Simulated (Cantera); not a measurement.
**Adiabatic ignition**

An adiabatic, constant-volume homogeneous reactor starts with 14.1 % CO, 0.859 % H2, 6.34 % CH4, 18.3 % O2, 60.4 % N2, at 1725 K and 11.0 bar.

Detailed kinetics in Cantera: GRI-Mech 3.0 (53 species, 325 reactions). Above 3000 K some thermodynamic fits are extrapolated.

```
t (s)     T (K)  P (bar)   x CO     x H2   x CH4     x CH3      x NO
--------  -----  -------  -----  -------  ------  --------  --------
1.00e-6    1725     11.0  0.141  0.00859  0.0633   4.64e-5  1.12e-12
2.66e-6    1725     11.0  0.141  0.00859  0.0631  0.000178  5.90e-12
7.09e-6    1732     11.0  0.141  0.00866  0.0615  0.000746  6.55e-11
1.89e-5    3261     20.9  0.104   0.0138  <1e-12  2.76e-12   0.00234
5.03e-5    3244     20.7  0.105   0.0141  <1e-12  3.03e-12    0.0167
0.000134   3241     20.7  0.105   0.0142  <1e-12  3.05e-12    0.0184
0.000356   3241     20.7  0.105   0.0142  <1e-12  3.05e-12    0.0184
0.000949   3241     20.7  0.105   0.0142  <1e-12  3.05e-12    0.0184
0.00253    3241     20.7  0.105   0.0142  <1e-12  3.05e-12    0.0184
0.00673    3241     20.7  0.105   0.0142  <1e-12  3.05e-12    0.0184
0.0179     3241     20.7  0.105   0.0142  <1e-12  3.05e-12    0.0184
0.0477     3241     20.7  0.105   0.0142  <1e-12  3.05e-12    0.0184
0.127      3241     20.7  0.105   0.0142  <1e-12  3.05e-12    0.0184
0.338      3241     20.7  0.105   0.0142  <1e-12  3.05e-12    0.0184
0.900      3241     20.7  0.105   0.0142  <1e-12  3.05e-12    0.0184
```
x: mole fraction; the columns are a selection and need not sum to one.

```
Quantity                                                           Value
---------------------------------  -------------------------------------
time of steepest temperature rise                                16.1 µs
temperature at 0.900 s                                            3241 K
equilibrium temperature                                           3241 K
x(CO) at 0.900 s                     0.105 (gas-phase equilibrium 0.105)
x(H2) at 0.900 s                   0.0142 (gas-phase equilibrium 0.0142)
x(CH4) at 0.900 s                  <1e-12 (gas-phase equilibrium <1e-12)
```
